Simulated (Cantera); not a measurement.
What does this Cantera script print?

```python
import numpy as np
import cantera as ct

gas_names = """
    AL ALI ALI3 AL2 AL2I6 I I2
""".split()
cond_names = """
    AL(cr) AL(L) ALI3(s) ALI3(L) I2(cr) I2(L)
""".split()


# ... load() reads the species with a 1 bar reference pressure and builds the phases ...
atoms = {
    'Al': {'AL': 1},
    'I2': {'I': 2},
}
top_T = {}  # K; cautious upper limits of use, not melting points


# ... equilibrate(T, P, feed) seeds the gas with the atoms and calls Mixture.equilibrate('TP', solver="vcs", rtol=1e-11, max_steps=5000) ...
results = []
feed = {'Al': 1, 'I2': 6.8}  # mol
T = 1173  # K
P = 13332.2  # Pa
mix = equilibrate(T, P, feed)
results.append((T, P, feed, dict(zip(mix.species_names, mix.species_moles))))
x = sorted(zip(gas.X, gas.species_names), reverse=True)
print(f"T = {T:g} K  P = {P:g} Pa  gas = {mix.phase_moles(0):.4g} mol")
print("   x: " + "  ".join(f"{s} {v:.3e}" for v, s in x if v > 0.001))
print("   condensed (mol): " + ("  ".join(f"{mix.phase(i).name} {mix.phase_moles(i):.4g}"
      for i in range(1, mix.n_phases) if mix.phase_moles(i) > 1e-12) or "none"))
```

It prints:

```
T = 1173 K  P = 13332.2 Pa  gas = 7.911 mol
   x: I2 4.663e-01  I 4.073e-01  ALI3 1.264e-01
   condensed (mol): none
```

Method: chemical equilibrium by Gibbs-energy minimisation in Cantera with the NASA 1993 tables (ideal gas, pure condensed phases).
